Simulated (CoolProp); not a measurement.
Vapour-liquid equilibrium of propane (1) + n-pentane (2) at 0.62 MPa; x and y are mole fractions of (1).

Values from CoolProp's multi-fluid Helmholtz-energy mixture model, Lemmon 2009 and Thol 2019; pair parameters Kunz 2012.

```csv
x,"bubble temperature, mixture model (K)","bubble temperature, Raoult's law (K)","y, mixture model","y, Raoult's law"
0.05,364.0,362.1,0.233,0.298
0.15,344.8,342.5,0.548,0.618
0.25,330.0,328.4,0.724,0.774
0.35,318.7,317.8,0.823,0.859
0.45,309.9,309.4,0.882,0.910
0.55,302.9,302.5,0.921,0.942
0.65,297.2,296.8,0.948,0.963
0.75,292.3,291.9,0.967,0.978
0.85,288.0,287.6,0.982,0.989
0.95,284.1,283.9,0.994,0.997
```

The largest gap from Raoult's law is +2.3 K in bubble temperature, at x = 0.15. No azeotrope shows between x = 0.05 and 0.95.

Pair parameters are fitted to limited data, so mixtures are less certain than the pure fluids.
